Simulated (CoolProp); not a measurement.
Vapour-liquid equilibrium of R134a (1) + methanol (2) at 56.05 °C; x and y are mole fractions of (1).

Values from CoolProp's multi-fluid Helmholtz-energy mixture model, Tillner-Roth 1994 and de Reuck 1993; pair parameters Bell 2016.

Task: Give the bubble pressure and the first vapour's composition at x = 0.125, 0.65, 0.725. Is there an azeotrope?

Result: x = 0.125: 0.5134 MPa, y = 0.859; x = 0.65: 1.093 MPa, y = 0.946; x = 0.725: 1.164 MPa, y = 0.954. No azeotrope shows between x = 0.05 and 0.95.

The pair parameters rest on a limited set of measurements; away from them the model extrapolates. The gap from Raoult's law changes sign with composition, which may be real or a fault of the pair parameters; it wasn't checked against measurements. With so large a gap from Raoult's law the liquid may split in two, which this calculation doesn't test in full.
